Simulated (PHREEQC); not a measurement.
Solution (25 °C): 0.033 mol/kgw HBr and 0.008 mol/kgw MgCl2. Closed to the air; pH follows from the charge balance.

Computed with PHREEQC (ion-association model, phreeqc.dat).

Each row changes one thing in this solution. No solid was allowed to form.

```tsv
case	pH	ionic strength (mol/kgw)
as made	1.55	0.0570
diluted 100-fold with water	3.49	0.000570
diluted 5-fold with water	2.22	0.0114
0.041 mol/kgw Na2SO4 added	1.81	0.134
HBr from 0.033 to 0.0033 mol/kgw	2.54	0.0273
0.0059 mol/kgw FeCl2 added	1.56	0.0745
MgCl2 from 0.008 to 0.0088 mol/kgw	1.55	0.0594
```

Species that the database lacks are ignored.
